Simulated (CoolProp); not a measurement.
Vapour-liquid equilibrium of propane (1) + cyclohexane (2) at 308.2 K; x and y are mole fractions of (1).

Computed with CoolProp (multi-fluid Helmholtz-energy mixture model, Lemmon 2009 and Zhou 2014; pair parameters Bell 2016).

Question: Give the bubble pressure and the first vapour's composition at x = 0.2, 0.65, 0.8. Is there an azeotrope?

Answer: x = 0.2: 2.884 bar, y = 0.937; x = 0.65: 8.017 bar, y = 0.985; x = 0.8: 9.626 bar, y = 0.991. No azeotrope shows between x = 0.05 and 0.95.

The pair parameters rest on a limited set of measurements; away from them the model extrapolates. The gap from Raoult's law changes sign with composition, which may be real or a fault of the pair parameters; it wasn't checked against measurements.
